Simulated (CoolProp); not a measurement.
Methanol along the isotherm 211.85 °C: fugacity coefficient from the reference equation and from simpler models built on Tc = 240.2 °C, pc = 82.16 bar, ω = 0.565; each cubic takes its own stable root.

Values from CoolProp's reference Helmholtz-energy equation of state, de Reuck 1993.

```tsv
p (bar)	phase	reference
37.3	gas	0.8042
74.7	liquid	0.5067
112	liquid	0.3567
149	liquid	0.2822
187	liquid	0.2368
224	liquid	0.2076
261	liquid	0.1870
299	liquid	0.1714
336	liquid	0.1598
373	liquid	0.1507
411	liquid	0.1434
```

Problem. How far does each simpler model (Soave-Redlich-Kwong, Peng-Robinson) lie from the reference over these 11 states: mean and median of the absolute difference, and the worst?

Solution. 
- Soave-Redlich-Kwong: mean 14.8 %, median 15.2 %, worst +26.4 % at 211.85 °C and 411 bar
- Peng-Robinson: mean 7.7 %, median 7.9 %, worst +14.2 % at 211.85 °C and 411 bar
